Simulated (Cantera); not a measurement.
# Ignition delay

Mixture: 31.1 % H2, 9.15 % O2, 59.5 % N2, 0.234 % NO, at 5.00 bar, adiabatic and at constant volume. Ignition delay is the time to a rise of 400 K.

Cantera simulation using GRI-Mech 3.0 (53 species, 325 reactions); the numbers are that mechanism's predictions, not measurements. The hydrogen kinetics of GRI-Mech 3.0 are dated; newer H2 mechanisms differ, most at raised pressure. The mechanism lacks 2 NO + O2 → 2 NO2 and HONO, so NO2 and the effect of NO are under-described below about 1400 K. Where the delays flatten at high temperature, the 400 K rule measures the pace of heat release, not the induction time.

```
T0 (K)  delay (ms)
------  ----------
1000         0.164
1050        0.0860
1100        0.0471
1150        0.0277
1200        0.0176
1250        0.0122
1300       0.00895
1350       0.00691
1400       0.00554
```

```json
{
  "apparent activation energy between 1300 and 1400 K": "72 kJ/mol"
}
```
